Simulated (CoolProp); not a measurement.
A closed Brayton cycle with dry air: compressor inlet 322.15 K and 4 MPa, high pressure 10.5 MPa, turbine inlet 710 K, compressor efficiency 0.89, turbine efficiency 0.85, recuperator effectiveness 0.95 (on enthalpy, no pinch check). Each further row changes one setting.

Values from CoolProp's reference Helmholtz-energy equation of state, Lemmon 2000. It is a pseudo-pure fit of the blend.

```json
[
 {"case": "as stated", "thermal efficiency (%)": "(withheld)", "net work (kJ/kg)": "33.5", "compressor to turbine work": "0.78", "compressor exit (K)": "438.1", "turbine exit (K)": "570.6"},
 {"case": "turbine inlet 660 K", "thermal efficiency (%)": "15.2", "net work (kJ/kg)": "22.7", "compressor to turbine work": "0.84", "compressor exit (K)": "438.1", "turbine exit (K)": "529.0"},
 {"case": "compressor inlet 332.15 K", "thermal efficiency (%)": "18.5", "net work (kJ/kg)": "(withheld)", "compressor to turbine work": "0.80", "compressor exit (K)": "451.5", "turbine exit (K)": "570.6"},
 {"case": "high pressure 8.92 MPa", "thermal efficiency (%)": "23.4", "net work (kJ/kg)": "(withheld)", "compressor to turbine work": "(withheld)", "compressor exit (K)": "416.3", "turbine exit (K)": "592.0"},
 {"case": "recuperator effectiveness 0.5", "thermal efficiency (%)": "14.9", "net work (kJ/kg)": "33.5", "compressor to turbine work": "0.78", "compressor exit (K)": "438.1", "turbine exit (K)": "570.6"}
]
```

**Question.** Fill in the missing entries.

**Answer.** 
- as stated, thermal efficiency (%): 20.7
- compressor inlet 332.15 K, net work (kJ/kg): 29.7
- high pressure 8.92 MPa, net work (kJ/kg): 33.0
- high pressure 8.92 MPa, compressor to turbine work: 0.74
